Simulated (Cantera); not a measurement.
A perfectly stirred reactor is fed with 2.12 % CH₄, 97.9 % N₂, at 10.00 Torr; it is held at 1875 K, and followed from long to short residence time.

Cantera simulation using GRI-Mech 3.0 (53 species, 325 reactions); the numbers are that mechanism's predictions, not measurements. GRI-Mech 3.0 stops at C3 and has no aromatics, soot or wall deposition, so with more carbon than oxygen in the feed, carbon stays in small species such as C2H2 where larger ones or solid carbon would form. Radical loss at walls, strong at low pressure, is not modelled.

### Question
Predict: x(CH₄) at τ = 29.0 s; x(C₂H) at τ = 29.0 s; x(C₂H₂) at τ = 29.0 s; x(C₂H₆) at τ = 29.0 s; x(C₂H₄) at τ = 29.0 s; x(CH₄) at τ = 0.190 s; x(C₂H) at τ = 0.190 s; x(C₂H₂) at τ = 0.190 s; x(C₂H₆) at τ = 0.190 s; x(C₂H₄) at τ = 0.190 s.

### Answer
```
Quantity                  Result
----------------------  --------
x(CH₄) at τ = 29.0 s    0.000175
x(C₂H) at τ = 29.0 s     1.52e-6
x(C₂H₂) at τ = 29.0 s    0.00932
x(C₂H₆) at τ = 29.0 s    1.93e-9
x(C₂H₄) at τ = 29.0 s    8.14e-7
x(CH₄) at τ = 0.190 s    0.00660
x(C₂H) at τ = 0.190 s    4.43e-7
x(C₂H₂) at τ = 0.190 s   0.00662
x(C₂H₆) at τ = 0.190 s   3.86e-7
x(C₂H₄) at τ = 0.190 s  0.000204
```
